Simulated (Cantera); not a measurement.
Feed: 1 mol TiO₂, 2.5 mol MgCl₂, 3.7 mol O₂, 0.22 mol MgO, held at 0.133 bar.

These are equilibrium values from Cantera (NASA tables, ideal gas, pure condensed phases), not measurements of a reactor. Candidate condensed phases: Mg, MgCl₂, MgO, MgTiO₃, MgTi₂O₅, Mg₂TiO₄, Ti, TiCl₂, TiCl₃, TiCl₄, TiO, TiO₂, Ti₂O₃, Ti₃O₅, Ti₄O₇; 20 gas species. Mutual solubility and eutectic melting of coexisting phases are not modelled. Condensed phases not in the tables: alloys, solid solutions and most ternary compounds. The numbers say what is thermodynamically allowed, not how fast it happens. All values below are at 1725 K.

Base state: O₂ 0.501, MgCl₂ 0.210, Cl 0.189, Cl₂ 0.0992, ClO 0.000932, O 0.000112, TiCl₄ 3.58e-5 (mole fractions); condensed: MgTiO₃(s) + Mg₂TiO₄(s).

Question: What changes in the equilibrium state with this change: pressure from 0.133 bar to 10.0 mbar?

Answer: 
| species | before | after |
|---|---|---|
| O₂ | 0.501 | 0.459 |
| Cl | 0.189 | 0.331 |
| MgCl₂ | 0.210 | 0.186 |
| Cl₂ | 0.0992 | 0.0230 |
| TiCl₄ | 3.58e-5 | 2.09e-6 |
| O | 0.000112 | 0.000393 |
| ClO | 0.000932 | 0.000429 |
| MgTiO₃(s), mol | 0.580 | 0.519 |
| Mg₂TiO₄(s), mol | 0.420 | 0.481 |

Question: What changes in the equilibrium state with this change: pressure from 0.133 bar to 1.30 mbar?

Answer: 
```tsv
species	before	after
Cl	0.189	0.449
O₂	0.501	0.416
MgCl₂	0.210	0.129
Cl₂	0.0992	0.00547
TiCl₄	3.58e-5	1.31e-7
O	0.000112	0.00104
ClO	0.000932	0.000199
MgTiO₃(s), mol	0.580	0.178
Mg₂TiO₄(s), mol	0.420	0.822
```
